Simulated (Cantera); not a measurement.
## Pyrogenic steam for wet oxidation

An isothermal, constant-pressure homogeneous reactor starts with 27.3 % H2, 22.7 % O2, 50.0 % N2, equivalence ratio 0.60, at 1150 K and 13300 Pa.

Cantera simulation using GRI-Mech 3.0 (53 species, 325 reactions); the numbers are that mechanism's predictions, not measurements. The temperature is held fixed by assumption; the heat of reaction is taken as removed at once.

| t (s) | x H2 | x O2 | x O | x H2O | x OH |
|---|---|---|---|---|---|
| 0.000500 | 0.0250 | 0.117 | 0.0163 | 0.233 | 0.00579 |
| 0.00135 | 0.00443 | 0.106 | 0.00199 | 0.307 | 0.00203 |
| 0.00364 | 0.000443 | 0.105 | 0.000161 | 0.315 | 0.000523 |
| 0.00981 | 5.04e-5 | 0.105 | 1.93e-5 | 0.316 | 0.000184 |
| 0.0265 | 7.21e-6 | 0.105 | 3.51e-6 | 0.316 | 7.98e-5 |
| 0.0714 | 1.45e-6 | 0.105 | 8.71e-7 | 0.316 | 3.98e-5 |
| 0.193 | 3.89e-7 | 0.105 | 2.62e-7 | 0.316 | 2.18e-5 |
| 0.519 | 1.23e-7 | 0.105 | 8.74e-8 | 0.316 | 1.26e-5 |
| 1.40 | 4.35e-8 | 0.105 | 3.15e-8 | 0.316 | 7.54e-6 |
| 3.78 | 1.85e-8 | 0.105 | 1.30e-8 | 0.316 | 4.84e-6 |
| 10.2 | 1.21e-8 | 0.105 | 7.95e-9 | 0.316 | 3.78e-6 |
| 27.5 | 1.15e-8 | 0.105 | 7.45e-9 | 0.316 | 3.66e-6 |
| 74.1 | 1.15e-8 | 0.105 | 7.44e-9 | 0.316 | 3.66e-6 |
| 200 | 1.15e-8 | 0.105 | 7.43e-9 | 0.316 | 3.66e-6 |
x: mole fraction; the columns are a selection and need not sum to one.

Equilibrium at this temperature and pressure: H2 1.15e-8, O2 0.105, O 7.43e-9, H2O 0.316, OH 3.66e-6 (gas phase only).
